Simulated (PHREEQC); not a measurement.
A made-up water analysis in mg/kgw, 30 °C, pH 5.63, pe 8.5: Na 0.0152; K 0.000245; Ca 0.00443; Mg 0.00494; Cl 0.00835; S(6) as SO4 0.0281; Alkalinity as HCO3 0.0273; Sr 0.000123; Li 7.95e-06.

Valence states are taken as typed.

All values are PHREEQC results (ion-association model, wateq4f.dat), not measurements.

No solid was allowed to form.

### Question
What ionic strength does the model give?

### Answer
ionic strength 4.24e-6 mol/kgw.

### Question
In which forms is C present?

### Answer
CO2 83 %, HCO3- 17 % of the C.
